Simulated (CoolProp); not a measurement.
Isobutene along the isobar 45.8 bar: Z from the reference equation and from simpler models built on Tc = 144.9 °C, pc = 40.16 bar, ω = 0.193; each cubic takes its own stable root.

Computed with CoolProp (reference Helmholtz-energy equation of state, Lemmon 2005). It is a short technical equation, of lower accuracy than the large ones.

```
T (°C)   phase  reference
------  ------  ---------
-69.25  liquid     0.2176
-61.05  liquid     0.2117
-52.75  liquid     0.2062
-44.45  liquid     0.2013
-36.25  liquid     0.1968
-27.95  liquid     0.1926
-19.65  liquid     0.1888
-11.45  liquid     0.1854
-3.15   liquid     0.1823
5.05    liquid     0.1795
13.35   liquid     0.1770
21.65   liquid     0.1748
```

Problem. How far does each simpler model (van der Waals, Redlich-Kwong, Soave-Redlich-Kwong, Peng-Robinson) lie from the reference over these 12 states: mean and median of the absolute difference, and the worst?

Solution. 
- van der Waals: mean 58.6 %, median 58.6 %, worst +60.5 % at -69.25 °C and 45.8 bar
- Redlich-Kwong: mean 9.0 %, median 8.9 %, worst +9.8 % at 21.65 °C and 45.8 bar
- Soave-Redlich-Kwong: mean 7.1 %, median 7.0 %, worst +7.7 % at -69.25 °C and 45.8 bar
- Peng-Robinson: mean 4.9 %, median 5.1 %, worst -5.3 % at -3.15 °C and 45.8 bar
